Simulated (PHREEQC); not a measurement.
Dissolve 3.6 mmol/kgw Na2CO3, 4.8 mmol/kgw H3BO3 and 0.77 mmol/kgw KBr at 25 °C. Closed to the air; pH follows from the charge balance.

The numbers come from PHREEQC with the Pitzer model, pitzer.dat.

### Question
The ionic strength comes out as 0.00851 mol/kgw. What activity coefficients do Br-, CO3-2, B(OH)4-, HCO3-, OH- get?

### Answer
Br- 0.91, CO3-2 0.67, B(OH)4- 0.90, HCO3- 0.96, OH- 0.91. Single-ion values are on the MacInnes scale.

This is a speciation only: nothing precipitates in the calculation.
